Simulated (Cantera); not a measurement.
What does this Cantera script print?

```python
import numpy as np
import cantera as ct

gas_names = """
    C CH CH2 CH3 CH2OH CH3O CH4 CH3OH CO CO2 COOH C2 C2H CHCO,ketyl C2H2,acetylene C2H2,vinylidene
    CH2CO,ketene C2H3,vinyl CH3CO,acetyl C2H4 C2H4O,ethylen CH3CHO,ethanal CH3COOH (HCOOH)2 C2H5 C2H6
    CH3OCH3 C2H5OH C2O C3 C3H3,propargyl C3H4,allene C3H4,propyne C3H4,cyclo- C3H5,allyl C3H6,propylene
    C3H6,cyclo- C3H6O C3H7,n-propyl C3H7,i-propyl C3H8 C3H8O,1propanol C3H8O,2propanol C3O2 C4 C4H2
    C4H4,1,3-cyclo- C4H6,butadiene C4H6,2-butyne C4H6,cyclo- C4H8,1-butene C4H8,cis2-buten
    C4H8,tr2-butene C4H8,isobutene C4H8,cyclo- (CH3COOH)2 C4H9,n-butyl C4H9,i-butyl C4H9,s-butyl
    C4H9,t-butyl C4H10,isobutane C4H10,n-butane C5 C5H6,1,3cyclo- C5H8,cyclo- C5H10,1-pentene
    C5H10,cyclo- C5H11,pentyl C5H11,t-pentyl C5H12,n-pentane C5H12,i-pentane CH3C(CH3)2CH3 C6H2
    C6H5,phenyl C6H5O,phenoxy C6H6 C6H5OH,phenol C6H10,cyclo- C6H12,1-hexene C6H12,cyclo- C6H13,n-hexyl
    C7H7,benzyl C7H8 C7H8O,cresol C7H14,1-heptene C7H15,n-heptyl C7H16,n-heptane C8H8,styrene
    C8H10,ethylbenz C8H16,1-octene C8H17,n-octyl C8H18,isooctane C8H18,n-octane C9H19,n-nonyl
    C10H8,naphthale C10H21,n-decyl C12H9,o-bipheny C12H10,bipheny H HCO HO2 H2 HCHO,formaldehy HCOOH H2O
    H2O2 O OH O2 O3
""".split()
cond_names = """
    C(gr) C6H6(L) C7H8(L) C8H18(L),n-octa H2O(s) H2O(L)
""".split()


def load(file, names, dense=False):
    # The tables refer to 1 bar. Condensed volumes are neglected.
    table = {s.name: s for s in ct.Species.list_from_file(file)}
    out = []
    for n in names:
        d = dict(table[n].input_data)
        d["thermo"] = dict(d["thermo"], **{"reference-pressure": 1e5})
        if dense:
            d["equation-of-state"] = {"model": "constant-volume", "density": "1e6 g/cm^3"}
        out.append(ct.Species.from_dict(d))
    return out


gas = ct.Solution(thermo="ideal-gas", species=load("nasa_gas.yaml", gas_names))
cond = {s.name: ct.Solution(thermo="fixed-stoichiometry", species=[s], name=s.name)
        for s in load("nasa_condensed.yaml", cond_names, dense=True)}
atoms = {
    'CH4': {'C': 1, 'H': 4},
    'CO2': {'C': 1, 'O': 2},
    'H2': {'H': 2},
}
top_T = {'C(gr)': 4500}  # K; cautious upper limits of use, not melting points


def equilibrate(T, P, feed):
    n = {}
    for name, mol in feed.items():
        for a, k in atoms[name].items():
            n[a] = n.get(a, 0.0) + k * mol
    gas.TPX = T, P, n
    mass = sum(n.values()) * gas.mean_molecular_weight
    gas.equilibrate("TP")
    valid = [c for c in cond.values() if c.min_temp <= T <= top_T.get(c.name, c.max_temp)]
    mix = ct.Mixture([(gas, mass / gas.mean_molecular_weight)] + [(c, 0.0) for c in valid])
    mix.T, mix.P = T, P
    mix.equilibrate("TP", solver="vcs", rtol=1e-11, max_steps=5000)
    return mix


results = []
feed = {'CH4': 1, 'CO2': 0.09, 'H2': 40}  # mol
P = 520  # Pa
for T in [1425, 1525, 1625, 1725, 1825, 1925, 2025, 2125, 2225]:
    mix = equilibrate(T, P, feed)
    results.append((T, P, feed, dict(zip(mix.species_names, mix.species_moles))))

top = {s: max(r[3][s] / sum(r[3][g] for g in gas_names) for r in results) for s in gas_names}
cols = sorted((s for s in top if top[s] > 1e-05), key=lambda s: -top[s])[:7]
seen = [c for c in cond_names if any(r[3].get(c, 0) > 1e-12 for r in results)]
print("log10 of partial pressures in bar; condensed amounts in mol")
print(f"{'T/K':>10s}" + "".join(f"{s[:9]:>10s}" for s in cols + seen))
for T, P, feed, n in results:
    ng = sum(n[g] for g in gas_names)
    print(f"{T:10.4g}" + "".join(f"{np.log10(max(n[s] / ng * P / 1e5, 1e-99)):10.3f}" for s in cols)
          + "".join(f"{n.get(c, 0):10.4g}" for c in seen))
```

Output:

```
log10 of partial pressures in bar; condensed amounts in mol
       T/K        H2         H        CO C2H2,acet       CH4     C(gr)
      1425    -2.286    -6.309    -4.654    -7.739    -6.996    0.9089
      1525    -2.286    -5.769    -4.654    -7.204    -7.214    0.9085
      1625    -2.286    -5.295    -4.654    -6.735    -7.405    0.9067
      1725    -2.287    -4.875    -4.654    -6.323    -7.575     0.902
      1825    -2.289    -4.500    -4.655    -5.957    -7.727    0.8918
      1925    -2.292    -4.165    -4.657    -5.631    -7.866    0.8716
      2025    -2.298    -3.865    -4.660    -5.341    -7.996    0.8348
      2125    -2.308    -3.594    -4.665    -5.084    -8.124    0.7725
      2225    -2.326    -3.352    -4.673    -4.859    -8.256    0.6736
```

Method: chemical equilibrium by Gibbs-energy minimisation in Cantera with the NASA 1993 tables (ideal gas, pure condensed phases).
